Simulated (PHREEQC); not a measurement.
NaOH is added in steps, without added water, to 1 kg of water holding 0.005 mol HF, 0.0029 mol Na2HPO4 and 0.011 mol NaCl, at 25 °C. Oxygen is held at 0.21 atm. The system is closed to CO2. Precipitation was switched off in this run.

Base run: PHREEQC, ion-association model, wateq4f.dat. Each further column changes one thing. The table gives HF (mol/kgw).

```tsv
NaOH added (mol)	base	Debye-Hückel limiting law	all activity coefficients set to 1	Davies equation for every ion	metal-ligand complexes left out
0	0.00155	0.00153	0.00161	0.00155	0.00155
0.00099	0.000855	0.000848	0.000886	0.000854	0.000857
0.00198	0.000108	0.000108	0.000109	0.000108	0.000108
0.00297	1.43e-6	1.53e-6	1.11e-6	1.44e-6	1.41e-6
0.00396	3.46e-7	3.74e-7	2.68e-7	3.51e-7	3.41e-7
0.00495	1.26e-8	1.36e-8	9.86e-9	1.27e-8	1.24e-8
0.00594	9.55e-11	9.92e-11	8.82e-11	9.60e-11	9.69e-11
0.00693	4.61e-11	4.78e-11	4.28e-11	4.63e-11	4.67e-11
0.00792	3.02e-11	3.13e-11	2.82e-11	3.03e-11	3.06e-11
0.00891	2.24e-11	2.31e-11	2.09e-11	2.25e-11	2.27e-11
0.0099	1.77e-11	1.83e-11	1.67e-11	1.78e-11	1.80e-11
```

H3PO4, which wateq4f.dat lacks, is added to it with the constant of phreeqc.dat.
